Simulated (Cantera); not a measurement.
Input: 1 mol CaF₂, 0.11 mol H₂, equilibrated at 0.0133 bar.

Equilibrium computed with Cantera from the NASA thermochemical tables; the gas is ideal and each condensed phase is pure. Candidate condensed phases: Ca, CaF₂; 15 gas species. Kinetics and transport are ignored. All values below are at 1298 K.

Base state: H₂ 1.000 (mole fractions); condensed: CaF₂(s).

Question: What changes in the equilibrium state with this change: 1.4 mol H₂O added?

Answer: 
| species | before | after |
|---|---|---|
| H₂O | 0 | 0.905 |
| H₂ | 1.000 | 0.0720 |
| HF | 6.17e-6 | 0.0234 |
| CaF₂(s), mol | 1.00 | 0.982 |
| CaO(s), mol | 0 | 0.0179 |
Mutual solubility and eutectic melting of coexisting phases are not modelled. Further candidate phases: CaO, Ca(OH)₂, H₂O.

Question: What changes in the equilibrium state with this change: CaF₂ replaced by NaI?

Answer: 
```tsv
species	before	after
NaI	0	0.898
H₂	1.000	0.0988
Na	0	0.00154
I	0	0.00114
HI	0	0.000395
CaF₂(s), mol	1.00	0
```
Gases not in the tables: NaBr and NaI dimers. Further candidate phases: I₂, Na, NaI.
